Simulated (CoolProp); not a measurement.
Hydrogen sulfide at 293.15 K and 1.41 MPa is compressed adiabatically to 8.42 MPa with isentropic efficiency 0.9. Each further row changes one setting.

Computed with CoolProp (reference Helmholtz-energy equation of state, Lemmon 2006). It is a short technical equation, of lower accuracy than the large ones.

```tsv
case	work (kJ/kg)	final temperature (K)	final density (kg/m³)
as stated	153	474.5	85.4
efficiency 1	138	463.9	88.9
efficiency 0.65	212	517.5	74.4
```
